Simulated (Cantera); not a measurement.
An isothermal, constant-pressure homogeneous reactor starts with CH4 : H2O : H2 = 1 : 1.7 : 0.97 (molar parts), at 1250 K and 500000 Pa. Integrator tolerance rtol = 1e-08.

Model: GRI-Mech 3.0 (53 species, 325 reactions), integrated in Cantera.

Task: What does this change do: temperature 1250 to 1575 K?

Result: 
| quantity | before | after |
|---|---|---|
| x(CH4) at 40.0 s | 0.266 (gas-phase equilibrium 0.00211) | 0.0167 (gas-phase equilibrium 2.38e-5) |
| x(H2O) at 40.0 s | 0.461 (gas-phase equilibrium 0.110) | 0.135 (gas-phase equilibrium 0.114) |
| x(H2) at 40.0 s | 0.270 (gas-phase equilibrium 0.713) | 0.683 (gas-phase equilibrium 0.709) |
| x(C2H) at 40.0 s | <1e-12 (gas-phase equilibrium <1e-12) | 1.47e-11 (gas-phase equilibrium <1e-12) |
| x(O2) at 40.0 s | <1e-12 (gas-phase equilibrium <1e-12) | <1e-12 (gas-phase equilibrium <1e-12) |
| x(C2H2) at 40.0 s | 0.000304 (gas-phase equilibrium 1.05e-9) | 0.000222 (gas-phase equilibrium 4.14e-10) |
| x(CO2) at 40.0 s | 6.90e-5 (gas-phase equilibrium 0.0158) | 0.0105 (gas-phase equilibrium 0.00928) |
